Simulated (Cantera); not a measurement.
Feed: 1 mol SiH₂Cl₂, 0.03 mol CH₄, 13 mol H₂, at 0.0133 bar.

These are equilibrium values from Cantera (NASA tables, ideal gas, pure condensed phases), not measurements of a reactor. Candidate condensed phases: C, C₆H₆, C₇H₈, C₈H₁₈, Si, SiC; 109 gas species. Mutual solubility and eutectic melting of coexisting phases are not modelled. The tables' values for SiCl, SiCl₃ are old estimates; treat these amounts as uncertain. Gases not in the tables: Si₂H₆ and higher silanes. Kinetics and transport are ignored.

x: gas mole fraction; n: condensed amount in mol.

```tsv
T (°C)	x H₂	x H	x HCl	x Si	x SiCl₂	x Cl	n Si(s)	n SiC(s)	n Si(l)
1250	0.893	0.000189	0.0819	1.35e-6	0.0245	1.39e-5	0.591	0.0300	0
1350	0.893	___	0.0807	___	0.0255	___	0.580	0.0300	0
1450	0.892	0.00149	0.0810	7.38e-5	0.0255	0.000105	0	0.0300	0.580
1550	0.888	0.00354	0.0840	0.000332	0.0238	0.000255	0	0.0299	0.599
1650	0.881	0.00766	0.0863	0.00127	0.0222	0.000564	0	0.0296	0.601
1750	0.869	0.0153	0.0875	0.00427	0.0205	0.00115	0	0.0279	0.562
1850	0.847	0.0286	0.0869	0.0128	0.0186	0.00215	0	0.0207	0.416
1950	0.804	0.0497	0.0834	0.0345	0.0163	0.00374	0	0	0.00284
2050	0.761	0.0823	0.0914	0.0416	0.00916	0.00710	0	0	0
2150	0.709	___	0.0925	0.0464	___	___	0	0	0
2250	0.646	0.193	0.0871	0.0486	0.00196	0.0184	0	0	0
```

Complete the blanks.


- 1350, x H: 0.000566
- 1350, x Si: 1.17e-5
- 1350, x Cl: 4.03e-5
- 2150, x H: 0.129
- 2150, x SiCl₂: 0.00448
- 2150, x Cl: 0.0120
